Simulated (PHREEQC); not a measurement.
Make-up at 34 °C: 6.6e-05 mol/kgw CaSO4, 0.00011 mol/kgw Na2SO4 and 0.0013 mol/kgw NaCl. Closed to the air; pH follows from the charge balance.

All values are PHREEQC results (ion-association model, wateq4f.dat), not measurements.

Question: The ionic strength comes out as 0.00188 mol/kgw. What activity coefficients do SO4-2, NaSO4-, Cl-, Ca+2, Na+ get?

Answer: SO4-2 0.82, NaSO4- 0.95, Cl- 0.95, Ca+2 0.82, Na+ 0.95.

Precipitation was switched off in this run. Species that the database lacks are ignored.
